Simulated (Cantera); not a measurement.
A Cantera script and its output.

```python
import numpy as np
import cantera as ct

gas = ct.Solution("gri30.yaml")
gas.TPX = 450, 340000, {'H2': 1, 'O2': 1.04, 'N2': 3.92}
inlet = ct.Reservoir(gas, clone=True)
gas.equilibrate("HP")  # start burning
reactor = ct.IdealGasConstPressureReactor(gas, energy="on", clone=False)
exhaust = ct.Reservoir(gas, clone=True)
tau = [0.058, 0.027, 0.013, 0.0062, 0.0029, 0.0014, 0.00065, 0.00031, 0.00015, 6.9e-05, 3.3e-05, 1.6e-05, 7.3e-06][0]
for a, b in ((inlet, reactor), (reactor, exhaust)):
    ct.MassFlowController(a, b, mdot=lambda t: reactor.mass / tau)
net = ct.ReactorNet([reactor])
show = ['H2', 'O2', 'HO2', 'NO2', 'NO', 'O']

rows = []
print(f"{'tau/s':>10s}{'T/K':>9s}" + "".join(f"{s:>11s}" for s in show))
for tau in [0.058, 0.027, 0.013, 0.0062, 0.0029, 0.0014, 0.00065, 0.00031, 0.00015, 6.9e-05, 3.3e-05, 1.6e-05, 7.3e-06]:
    net.initial_time = 0.0
    net.advance(30 * tau)
    before = gas.X
    net.advance(40 * tau)
    drift = np.max(np.abs(gas.X - before) / (gas.X + 1e-9))
    rows.append([gas.T, *gas[show].X, drift])
    print(f"{tau:10.3e}{gas.T:9.1f}" + "".join(f"{x:11.3e}" for x in gas[show].X))
```

Result:

```
     tau/s      T/K         H2         O2        HO2        NO2         NO          O
 5.800e-02   1727.7  7.331e-05  9.871e-02  2.265e-06  3.762e-08  6.550e-06  4.087e-05
 2.700e-02   1726.4  1.208e-04  9.867e-02  3.456e-06  4.140e-08  6.417e-06  6.497e-05
 1.300e-02   1724.7  1.955e-04  9.862e-02  5.350e-06  4.511e-08  6.520e-06  1.036e-04
 6.200e-03   1722.1  3.187e-04  9.856e-02  8.439e-06  4.569e-08  6.519e-06  1.684e-04
 2.900e-03   1718.1  5.261e-04  9.849e-02  1.347e-05  4.130e-08  6.204e-06  2.790e-04
 1.400e-03   1712.3  8.496e-04  9.843e-02  2.091e-05  3.409e-08  5.692e-06  4.526e-04
 6.500e-04   1703.0  1.404e-03  9.837e-02  3.263e-05  2.672e-08  5.234e-06  7.486e-04
 3.100e-04   1689.1  2.276e-03  9.837e-02  4.887e-05  2.175e-08  5.149e-06  1.200e-03
 1.500e-04   1668.1  3.648e-03  9.850e-02  7.041e-05  1.897e-08  5.525e-06  1.860e-03
 6.900e-05   1633.1  6.080e-03  9.900e-02  1.001e-04  1.709e-08  6.276e-06  2.842e-03
 3.300e-05   1581.1  1.013e-02  1.003e-01  1.355e-04  1.477e-08  6.730e-06  3.942e-03
 1.600e-05   1499.4  1.818e-02  1.039e-01  1.815e-04  1.055e-08  5.796e-06  4.697e-03
 7.300e-06    450.0  1.678e-01  1.745e-01 -4.254e-17 -4.775e-20 -5.191e-20 -5.849e-21
```

Computed with Cantera and GRI-Mech 3.0 (53 species, 325 reactions). The hydrogen kinetics of GRI-Mech 3.0 are dated; newer H2 mechanisms differ, most at raised pressure.
